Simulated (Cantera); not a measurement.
Input: 1 mol SiF₄, 1 mol O₂, 1.8 mol N₂, equilibrated at 802 °C and 0.470 bar.

These are equilibrium values from Cantera (NASA tables, ideal gas, pure condensed phases), not measurements of a reactor. Candidate condensed phases: Si, SiO₂, Si₂N₂O, Si₃N₄; 28 gas species. Kinetics and transport are ignored.

Base state: N₂ 0.474, SiF₄ 0.263, O₂ 0.263, NO 5.85e-5 (mole fractions); condensed: gas only.

Task: What changes in the equilibrium state with this change: SiF₄ replaced by Si₂H₆?

Result: 
```tsv
species	before	after
H₂	0	0.726
N₂	0.474	0.274
H₂O	0	7.79e-5
SiF₄	0.263	0
O₂	0.263	<1e-9
NO	5.85e-5	<1e-9
NH₃	0	5.57e-5
SiO₂(β-quartz), mol	0	0.666
Si₂N₂O(s), mol	0	0.667
```
The feed counts by its element totals alone. N₂ is the only nitrogen source here; it is nearly inert below about 1500 K, so the nitride shown seldom forms there in practice. Mutual solubility and eutectic melting of coexisting phases are not modelled. Further candidate phases: H₂O.
